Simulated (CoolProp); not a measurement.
Computed with CoolProp (reference Helmholtz-energy equation of state, Lemmon 2006). It is a short technical equation, of lower accuracy than the large ones.

**Question.** For nitrous oxide, give the phase and the cp (kJ/(kg K)), speed of sound (m/s), Joule-Thomson coefficient (K/MPa) at 79.55 °C and 144 kPa.

**Answer.** 
- 79.55 °C and 144 kPa: gas; cp 0.934, speed of sound 288, Joule-Thomson coefficient 7.43
